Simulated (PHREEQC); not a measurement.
**Copper plating or etch bath**

Dissolve 0.036 mol/kgw CuCl2 and 0.0008 mol/kgw H3BO3 at 30 °C. Closed to the air; pH follows from the charge balance.

Model: ion-association model, wateq4f.dat, run in PHREEQC.

No solid was allowed to form.

### Question
Estimate the pH.

### Answer
pH 4.41.

### Question
In which forms is Cu present?

### Answer
Cu+2 91 %, CuCl+ 8.5 % of the Cu.

Saturation is exceeded, for instance for Atacamite; the values hold only as long as no solid forms.
